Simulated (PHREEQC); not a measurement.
Make-up at 76 °C: 0.00046 mol Ca(HCO3)2 and 0.25 mol NaCl per kg of water. Closed to the air; pH follows from the charge balance.

Model: Pitzer model, pitzer.dat, run in PHREEQC.

No solid was allowed to form.

Task: What pH does the model give?

Result: pH 7.67.

Task: In which forms is C present?

Result: HCO3- 96 %, CO2 2.9 %, CO3-2 1.3 % of the C.

At this temperature some constants are extrapolated from 25 °C, and those without enthalpy data are left unchanged.
